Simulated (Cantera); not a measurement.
Feed: 1 mol B, 1.4 mol NH3, 0.99 mol H2, 0.56 mol N2, at 1425 K and 0.00133 bar.

These are equilibrium values from Cantera (NASA tables, ideal gas, pure condensed phases), not measurements of a reactor. Candidate condensed phases: B, BN; 15 gas species. Rates play no part.

Base state: H2 0.802, N2 0.197, H 0.000167 (mole fractions); condensed: BN(s).

Question: What changes in the equilibrium state with this change: temperature from 1425 K to 2150 K?

Answer: 
| species | before | after |
|---|---|---|
| H2 | 0.802 | 0.630 |
| N2 | 0.197 | 0.276 |
| H | 0.000167 | 0.0917 |
| B | <1e-9 | 0.00102 |
| BH2 | 5.56e-9 | 0.000656 |
| BH | <1e-9 | 4.04e-5 |
| BN | <1e-9 | 1.48e-5 |
| BN(s), mol | 1.00 | 0 |
| B(s), mol | 0 | 0.992 |
The tables' values for BH2 are old estimates; treat these amounts as uncertain.

Question: What changes in the equilibrium state with this change: temperature from 1425 K to 1598 K?

Answer: 
```csv
species,before,after
H2,0.802,0.801
N2,0.197,0.197
H,0.000167,0.00131
"BN(s), mol",1.00,1.000
```
